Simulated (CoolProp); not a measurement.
Values from CoolProp's reference Helmholtz-energy equation of state, Penoncello 2003.

Q: For CHF3 (R23), give the phase and the cp (kJ/(kg K)), cv (kJ/(kg K)) at 303.4 K and 7.55 bar; 303.4 K and 18.1 bar; 303.4 K and 21.1 bar.

A: 
- 303.4 K and 7.55 bar: gas; cp 0.796, cv 0.640
- 303.4 K and 18.1 bar: gas; cp 0.918, cv 0.678
- 303.4 K and 21.1 bar: gas; cp 0.965, cv 0.690
